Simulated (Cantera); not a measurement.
Input: 1 mol HMDSO, a varied amount of NO, at 675 K and 0.203 Torr.

Method: chemical equilibrium by Gibbs-energy minimisation in Cantera with the NASA 1993 tables (ideal gas, pure condensed phases). Candidate condensed phases: C, C₆H₆, C₇H₈, C₈H₁₈, H₂O, Si, SiC, SiO₂, Si₂N₂O, Si₃N₄; 151 gas species. The feed counts by its element totals alone. Rates play no part.

x: gas mole fraction; n: condensed amount in mol.

```csv
n(NO) (mol),x H₂,x N₂,x CO,x CH₄,x H₂O,x CO₂,x NH₃,n C(graphite),n SiC(s),n SiO₂(α-quartz),n Si₂N₂O(s)
0.13,0.996,<1e-12,9.22e-12,0.00391,2.51e-12,<1e-12,<1e-12,4.63,1.34,0.532,0.0650
0.18,0.996,<1e-12,9.22e-12,0.00391,2.51e-12,<1e-12,<1e-12,4.69,1.27,0.545,(withheld)
0.25,0.996,<1e-12,9.22e-12,0.00391,2.51e-12,<1e-12,<1e-12,4.78,1.19,0.562,0.125
0.34,0.996,<1e-12,9.22e-12,0.00391,2.51e-12,<1e-12,<1e-12,4.89,1.07,0.585,0.170
0.47,0.996,<1e-12,9.22e-12,0.00391,2.51e-12,<1e-12,<1e-12,5.05,(withheld),0.618,(withheld)
0.65,0.996,<1e-12,9.22e-12,0.00391,2.51e-12,<1e-12,<1e-12,5.28,0.688,0.662,0.325
0.89,0.996,<1e-12,9.22e-12,0.00391,2.51e-12,<1e-12,<1e-12,5.58,0.388,0.723,0.445
1.2,0.996,<1e-12,9.22e-12,0.00391,2.51e-12,<1e-12,<1e-12,5.96,0,0.800,0.600
1.7,0.952,0.0444,9.86e-7,0.00357,2.57e-7,3.19e-12,6.92e-7,5.97,0,1.13,0.433
2.3,0.904,0.0927,1.26e-6,0.00322,3.11e-7,5.21e-12,9.25e-7,5.97,0,1.53,0.233
3.2,0.830,0.149,0.0141,0.00272,0.00320,0.000654,1.03e-6,5.81,0,2.00,0
```

**Question.** Complete the blanks.

**Answer.** 
- 0.47, n SiC(s): 0.912
- 0.47, n Si₂N₂O(s): 0.235
- 0.18, n Si₂N₂O(s): 0.0900
